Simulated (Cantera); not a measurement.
A Cantera script and its output.

```python
import numpy as np
import cantera as ct

gas = ct.Solution("gri30.yaml")
gas.TPX = 1100, 13332, {'H2': 0.95, 'O2': 1, 'N2': 14}
reactor = ct.IdealGasConstPressureReactor(gas, energy="off", clone=False)
net = ct.ReactorNet([reactor])
net.rtol, net.atol = 1e-08, 1e-18
show = ['H2', 'O2', 'NO2', 'O', 'NO', 'HO2']
times = np.geomspace(2e-05, 5, 15)

steps = ct.SolutionArray(gas, extra=["t"])
rows = []
print(f"{'t/s':>10s}{'T/K':>9s}{'P/Pa':>11s}" + "".join(f"{s:>11s}" for s in show))
for t in times:
    while net.time < t:
        t_next = net.step()
        steps.append(gas.state, t=t_next)
    rows.append([np.interp(t, steps.t, y) for y in (steps.T, steps.P, *steps(*show).X.T)])
    print(f"{t:10.3e}{rows[-1][0]:9.1f}{rows[-1][1]:11.4g}" + "".join(f"{x:11.3e}" for x in rows[-1][2:]))
rate = np.gradient(steps.T, steps.t)
print("integrator steps:", len(steps.t))
if steps.T.max() > steps.T[0] + 200:
    print(f"time of steepest temperature rise: {steps.t[rate.argmax()]:.4e} s")
gas.TPX = 1100, 13332, {'H2': 0.95, 'O2': 1, 'N2': 14}
gas.equilibrate("TP")
print(f"equilibrium (TP): T = {gas.T:.1f} K  " + "  ".join(f"{s} {gas[s].X[0]:.3e}" for s in show))
```

It prints:

```
       t/s      T/K       P/Pa         H2         O2        NO2          O         NO        HO2
 2.000e-05   1100.0  1.333e+04  5.956e-02  6.270e-02  1.198e-32  6.330e-12  7.227e-24  8.740e-11
 4.860e-05   1100.0  1.333e+04  5.956e-02  6.270e-02  8.933e-31  3.054e-11  1.019e-22  2.142e-10
 1.181e-04   1100.0  1.333e+04  5.956e-02  6.270e-02  7.148e-29  1.537e-10  1.427e-21  5.356e-10
 2.869e-04   1100.0  1.333e+04  5.956e-02  6.270e-02  8.695e-27  1.519e-09  3.132e-20  1.573e-09
 6.971e-04   1100.0  1.333e+04  5.956e-02  6.270e-02  4.103e-22  1.826e-07  7.433e-17  4.700e-08
 1.694e-03   1100.0  1.333e+04  2.398e-02  4.731e-02  2.711e-12  3.719e-03  1.245e-07  4.046e-06
 4.116e-03   1100.0  1.333e+04  2.586e-03  3.516e-02  1.241e-10  2.216e-03  2.657e-06  3.566e-06
 1.000e-02   1100.0  1.333e+04  4.918e-04  3.398e-02  7.426e-10  3.624e-04  2.952e-06  2.888e-06
 2.430e-02   1100.0  1.333e+04  6.246e-05  3.391e-02  6.095e-09  4.094e-05  2.954e-06  1.288e-06
 5.904e-02   1100.0  1.333e+04  8.695e-06  3.392e-02  1.850e-08  5.953e-06  2.942e-06  3.157e-07
 1.435e-01   1100.0  1.333e+04  1.550e-06  3.392e-02  2.595e-08  1.244e-06  2.934e-06  7.440e-08
 3.486e-01   1100.0  1.333e+04  3.687e-07  3.392e-02  2.410e-08  3.422e-07  2.936e-06  2.104e-08
 8.469e-01   1100.0  1.333e+04  1.101e-07  3.392e-02  1.785e-08  1.118e-07  2.942e-06  6.976e-09
 2.058e+00   1100.0  1.333e+04  3.779e-08  3.392e-02  1.198e-08  4.036e-08  2.948e-06  2.584e-09
 5.000e+00   1100.0  1.333e+04  1.410e-08  3.392e-02  8.198e-09  1.550e-08  2.952e-06  1.082e-09
integrator steps: 1721
equilibrium (TP): T = 1100.0 K  H2 1.211e-09  O2 3.391e-02  NO2 1.538e-07  O 1.267e-09  NO 3.680e-05  HO2 4.808e-10
```

Model: GRI-Mech 3.0 (53 species, 325 reactions), integrated in Cantera. The temperature is held fixed by assumption; the heat of reaction is taken as removed at once.
